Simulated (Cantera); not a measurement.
Mixture: 10.2 % CH4, 0.399 % H2, 18.8 % O2, 70.6 % N2, at 0.510 bar, adiabatic and at constant pressure. Ignition delay is the time to a rise of 400 K.

Detailed kinetics in Cantera: GRI-Mech 3.0 (53 species, 325 reactions).

Predict: delay at 1023 K; delay at 1173 K; delay at 1323 K; delay at 1473 K; delay at 1623 K; apparent activation energy between 1548 and 1698 K.


```json
{
 "delay at 1023 K": "0.651 s",
 "delay at 1173 K": "77.5 ms",
 "delay at 1323 K": "11.0 ms",
 "delay at 1473 K": "2.15 ms",
 "delay at 1623 K": "0.604 ms",
 "apparent activation energy between 1548 and 1698 K": "160 kJ/mol"
}
```
